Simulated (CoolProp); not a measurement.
Vapour-liquid equilibrium of benzene (1) + toluene (2) at 1.28 MPa; x and y are mole fractions of (1).

Computed with CoolProp (multi-fluid Helmholtz-energy mixture model, Thol 2012 and Lemmon 2006; pair parameters Bell 2016).

| x | bubble temperature (K) | y at the bubble point | dew temperature at overall composition x (K) | liquid density (mol/L) |
|---|---|---|---|---|
| 0.05 | 503.0 | 0.075 | 503.8 | 6.916 |
| 0.125 | 499.6 | 0.181 | 501.4 | 7.039 |
| 0.2 | 496.3 | 0.280 | 499.0 | 7.162 |
| 0.275 | 493.0 | 0.373 | 496.4 | 7.287 |
| 0.35 | 489.8 | 0.460 | 493.8 | 7.413 |
| 0.425 | 486.7 | 0.541 | 491.1 | 7.539 |
| 0.5 | 483.7 | 0.616 | 488.3 | 7.668 |
| 0.575 | 480.8 | 0.686 | 485.4 | 7.797 |
| 0.65 | 478.0 | 0.751 | 482.4 | 7.928 |
| 0.725 | 475.3 | 0.812 | 479.2 | 8.061 |
| 0.8 | 472.7 | 0.868 | 475.8 | 8.195 |
| 0.875 | 470.1 | 0.921 | 472.3 | 8.331 |
| 0.95 | 467.6 | 0.969 | 468.6 | 8.470 |

No azeotrope shows between x = 0.05 and 0.95.

Pair parameters are fitted to limited data, so mixtures are less certain than the pure fluids.
